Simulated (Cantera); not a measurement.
Gas mixture: 100 % N₂O, at 0.000543 atm, frozen composition.

Cantera's kinetic-theory transport with the Lennard-Jones parameters of GRI-Mech 3.0, ideal gas; thermal conductivity in the multicomponent form. The composition is frozen, though it would react at the higher temperatures.

One state of this run: ρ (kg/m³) = 0.000291; cp (J/kg/K) = 1255; μ (µPa s) = 40.0; λ (mW/m/K) = 67.9; Pr = 0.740; D (cm²/s) C₂H₂ = 1980; D (cm²/s) OH = 3650; D (cm²/s) CO₂ = 1830. D: mixture-averaged diffusion coefficient of that species in the mixture.

Which value of T (K) does it belong to?
A. 850
B. 1000
C. 700
D. 1300

B, 1000
